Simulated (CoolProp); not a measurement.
Vapour-liquid equilibrium of CHF3 (R23) (1) + R134a (2) at -82.35 °C; x and y are mole fractions of (1).

Computed with CoolProp (multi-fluid Helmholtz-energy mixture model, Penoncello 2003 and Tillner-Roth 1994; pair parameters Bell 2016).

### Question
Give the bubble pressure and the first vapour's composition at x = 0.125, 0.425, 0.5. Is there an azeotrope?

### Answer
x = 0.125: 0.01453 MPa, y = 0.816; x = 0.425: 0.04231 MPa, y = 0.957; x = 0.5: 0.04949 MPa, y = 0.968. No azeotrope shows between x = 0.05 and 0.95.

The pair parameters rest on a limited set of measurements; away from them the model extrapolates.
